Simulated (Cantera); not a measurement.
Cantera run, input and output.

```python
import numpy as np
import cantera as ct

gas = ct.Solution("gri30.yaml")
gas.TPX = 1500, 52000, {'CH4': 1, 'O2': 1.43, 'N2': 5.37}
reactor = ct.IdealGasReactor(gas, energy="on", clone=False)
net = ct.ReactorNet([reactor])
net.rtol, net.atol = 1e-08, 1e-16
show = ['CH4', 'O2', 'HO2', 'N2O', 'CH2', 'NO2', 'NO']
times = np.geomspace(5e-06, 4, 10)

steps = ct.SolutionArray(gas, extra=["t"])
rows = []
print(f"{'t/s':>10s}{'T/K':>9s}{'P/Pa':>11s}" + "".join(f"{s:>11s}" for s in show))
for t in times:
    while net.time < t:
        t_next = net.step()
        steps.append(gas.state, t=t_next)
    rows.append([np.interp(t, steps.t, y) for y in (steps.T, steps.P, *steps(*show).X.T)])
    print(f"{t:10.3e}{rows[-1][0]:9.1f}{rows[-1][1]:11.4g}" + "".join(f"{x:11.3e}" for x in rows[-1][2:]))
rate = np.gradient(steps.T, steps.t)
print("integrator steps:", len(steps.t))
if steps.T.max() > steps.T[0] + 200:
    print(f"time of steepest temperature rise: {steps.t[rate.argmax()]:.4e} s")
gas.TPX = 1500, 52000, {'CH4': 1, 'O2': 1.43, 'N2': 5.37}
gas.equilibrate("UV")
print(f"equilibrium (UV): T = {gas.T:.1f} K  " + "  ".join(f"{s} {gas[s].X[0]:.3e}" for s in show))
```

Result:

```
       t/s      T/K       P/Pa        CH4         O2        HO2        N2O        CH2        NO2         NO
 5.000e-06   1500.0    5.2e+04  1.282e-01  1.833e-01  2.490e-07  2.064e-13  2.830e-14  3.069e-22  7.987e-17
 2.264e-05   1500.0    5.2e+04  1.282e-01  1.833e-01  1.077e-06  2.767e-12  3.282e-13  4.651e-20  5.880e-16
 1.025e-04   1499.9    5.2e+04  1.282e-01  1.833e-01  3.876e-06  4.377e-11  9.077e-12  6.862e-18  5.699e-15
 4.642e-04   1500.3  5.201e+04  1.279e-01  1.832e-01  6.333e-06  4.410e-10  5.565e-10  1.229e-15  1.446e-13
 2.102e-03   2793.1  1.081e+05  4.708e-14  6.393e-03  2.569e-06  1.541e-07  3.471e-13  1.894e-08  2.159e-04
 9.516e-03   2870.2  1.104e+05  1.271e-13  4.412e-03  2.283e-06  2.727e-07  7.123e-13  5.047e-07  5.215e-03
 4.309e-02   2870.2  1.104e+05  1.271e-13  4.412e-03  2.283e-06  2.727e-07  7.123e-13  5.047e-07  5.215e-03
 1.951e-01   2870.2  1.104e+05  1.271e-13  4.412e-03  2.283e-06  2.727e-07  7.123e-13  5.047e-07  5.215e-03
 8.834e-01   2870.2  1.104e+05  1.271e-13  4.412e-03  2.283e-06  2.727e-07  7.123e-13  5.047e-07  5.215e-03
 4.000e+00   2870.2  1.104e+05  1.271e-13  4.412e-03  2.283e-06  2.727e-07  7.123e-13  5.047e-07  5.215e-03
integrator steps: 1821
time of steepest temperature rise: 2.0845e-03 s
equilibrium (UV): T = 2870.2 K  CH4 1.559e-13  O2 4.412e-03  HO2 2.283e-06  N2O 2.727e-07  CH2 7.408e-13  NO2 5.047e-07  NO 5.215e-03
```

Computed with Cantera and GRI-Mech 3.0 (53 species, 325 reactions).
